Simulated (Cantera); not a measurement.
A closed system holds: 1 mol Pb, 0.018 mol CO₂, 1.9 mol CO, equilibrated at 1775 K and 0.133 bar.

Method: chemical equilibrium by Gibbs-energy minimisation in Cantera with the NASA 1993 tables (ideal gas, pure condensed phases). Candidate condensed phases: C, Pb, PbO, PbO₂, Pb₃O₄; 15 gas species. Rates play no part.

Base state: CO 0.651, Pb 0.342, CO₂ 0.00615, Pb₂ 0.000124, PbO 2.14e-5 (mole fractions); condensed: gas only.

Question: What changes in the equilibrium state with this change: temperature from 1775 K to 725 K?

Answer: 
```json
[
 {"species": "CO₂", "before": "0.00615", "after": "0.931"},
 {"species": "CO", "before": "0.651", "after": "0.0695"},
 {"species": "Pb", "before": "0.342", "after": "2.53e-8"},
 {"species": "Pb₂", "before": "0.000124", "after": "<1e-9"},
 {"species": "PbO", "before": "2.14e-5", "after": "<1e-9"},
 {"species": "C(graphite), mol", "before": "0", "after": "0.915"},
 {"species": "Pb(l), mol", "before": "0", "after": "1.00"}
]
```
